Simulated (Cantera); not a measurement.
An isothermal, constant-pressure homogeneous reactor starts with 15.4 % CH4, 84.6 % N2, at 1973 K and 0.250 bar.

Model: GRI-Mech 3.0 (53 species, 325 reactions), integrated in Cantera. GRI-Mech 3.0 stops at C3 and has no aromatics, soot or wall deposition, so with more carbon than oxygen in the feed, carbon stays in small species such as C2H2 where larger ones or solid carbon would form.

One state of this run: x CH4 = 9.74e-5; x H2 = 0.199; x C2H = 6.66e-6; x C2H4 = 2.50e-5; x C2H6 = 6.69e-10; x CH3 = 1.17e-5; x C2H2 = 0.0643. x: mole fraction; the columns are a selection and need not sum to one.

### Question
Which value of t (s) does it belong to?
A) 0.000960
B) 0.000302
C) 100
D) 0.00305

### Answer
C, 100
